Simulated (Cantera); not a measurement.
Gas mixture: 32.1 % O2, 32.1 % N2O, 35.8 % NO, at 1330 Pa, frozen composition.

Cantera's kinetic-theory transport with the Lennard-Jones parameters of GRI-Mech 3.0, ideal gas; thermal conductivity in the multicomponent form. The composition is frozen, though it would react at the higher temperatures.

D: mixture-averaged diffusion coefficient of that species in the mixture.

```csv
T (K),ρ (kg/m³),cp (J/kg/K),μ (µPa s),λ (mW/m/K),Pr,D (cm²/s) N2,D (cm²/s) H2,D (cm²/s) O
400,0.0141,970.5,22.4,30.2,0.719,23.7,92.2,37.4
500,0.0113,1014,26.6,37.3,0.721,35.0,135,54.9
600,0.00939,1054,30.4,44.3,0.723,47.8,183,74.9
700,0.00805,1090,33.9,51.1,0.723,62.1,236,97.3
800,0.00704,1121,37.2,57.7,0.724,77.8,295,122
900,0.00626,1147,40.4,[?],0.724,[?],[?],[?]
1000,0.00563,1169,43.3,70.0,0.724,[?],[?],[?]
1100,0.00512,1186,46.2,75.7,0.724,133,502,207
```

What belongs in the gaps?


- 900, λ (mW/m/K): 64.0
- 900, D (cm²/s) N2: 94.9
- 900, D (cm²/s) H2: 359
- 900, D (cm²/s) O: 148
- 1000, D (cm²/s) N2: 113
- 1000, D (cm²/s) H2: 428
- 1000, D (cm²/s) O: 177
